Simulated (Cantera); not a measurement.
**Equilibrium for boron, boron nitride and boron oxide: B₂O₃ + H₂**

Input: 1 mol B₂O₃, 8.4 mol H₂, equilibrated at 1.00 Torr.

These are equilibrium values from Cantera (NASA tables, ideal gas, pure condensed phases), not measurements of a reactor. Candidate condensed phases: B, B₂O₃, B₃O₃H₃, H₂O; 23 gas species. Equilibrium is a limit: real reactors are often held back by kinetics, nucleation or transport.

From 1648 K to 2298 K nothing is condensed. The main B-bearing gas is B₂O₃ at 1648 K and BO at 2298 K.

```json
[
 {"T (K)": "1648", "x H₂": "0.853", "x H": "0.00225", "x BO": "0.00174", "x B₂O₃": "0.0634", "x HBO₂": "0.0413", "x HBO": "0.0309", "x H₂O": "0.00144"},
 {"T (K)": "1698", "x H₂": "0.849", "x H": "0.00365", "x BO": "0.00280", "x B₂O₃": "0.0611", "x HBO₂": "0.0431", "x HBO": "0.0325", "x H₂O": "0.00182"},
 {"T (K)": "1748", "x H₂": "0.845", "x H": "0.00575", "x BO": "0.00435", "x B₂O₃": "0.0586", "x HBO₂": "0.0450", "x HBO": "0.0338", "x H₂O": "0.00229"},
 {"T (K)": "1798", "x H₂": "0.839", "x H": "0.00883", "x BO": "0.00656", "x B₂O₃": "0.0559", "x HBO₂": "0.0467", "x HBO": "0.0349", "x H₂O": "0.00286"},
 {"T (K)": "1848", "x H₂": "0.831", "x H": "0.0132", "x BO": "0.00956", "x B₂O₃": "0.0531", "x HBO₂": "0.0484", "x HBO": "0.0355", "x H₂O": "0.00356"},
 {"T (K)": "1898", "x H₂": "0.822", "x H": "0.0194", "x BO": "0.0135", "x B₂O₃": "0.0500", "x HBO₂": "0.0501", "x HBO": "0.0356", "x H₂O": "0.00442"},
 {"T (K)": "1948", "x H₂": "0.810", "x H": "0.0279", "x BO": "0.0185", "x B₂O₃": "0.0466", "x HBO₂": "0.0516", "x HBO": "0.0352", "x H₂O": "0.00547"},
 {"T (K)": "1998", "x H₂": "0.795", "x H": "0.0392", "x BO": "0.0245", "x B₂O₃": "0.0430", "x HBO₂": "0.0529", "x HBO": "0.0342", "x H₂O": "0.00678"},
 {"T (K)": "2048", "x H₂": "0.776", "x H": "0.0540", "x BO": "0.0316", "x B₂O₃": "0.0390", "x HBO₂": "0.0539", "x HBO": "0.0327", "x H₂O": "0.00837"},
 {"T (K)": "2098", "x H₂": "0.754", "x H": "0.0732", "x BO": "0.0394", "x B₂O₃": "0.0348", "x HBO₂": "0.0544", "x HBO": "0.0306", "x H₂O": "0.0103"},
 {"T (K)": "2148", "x H₂": "0.726", "x H": "0.0972", "x BO": "0.0479", "x B₂O₃": "0.0305", "x HBO₂": "0.0542", "x HBO": "0.0281", "x H₂O": "0.0125"},
 {"T (K)": "2198", "x H₂": "0.693", "x H": "0.127", "x BO": "0.0566", "x B₂O₃": "0.0261", "x HBO₂": "0.0532", "x HBO": "0.0254", "x H₂O": "0.0151"},
 {"T (K)": "2248", "x H₂": "0.654", "x H": "0.163", "x BO": "0.0653", "x B₂O₃": "0.0219", "x HBO₂": "0.0513", "x HBO": "0.0225", "x H₂O": "0.0178"},
 {"T (K)": "2298", "x H₂": "0.610", "x H": "0.205", "x BO": "0.0736", "x B₂O₃": "0.0179", "x HBO₂": "0.0483", "x HBO": "0.0195", "x H₂O": "0.0206"}
]
```
x: gas mole fraction; nothing condenses.
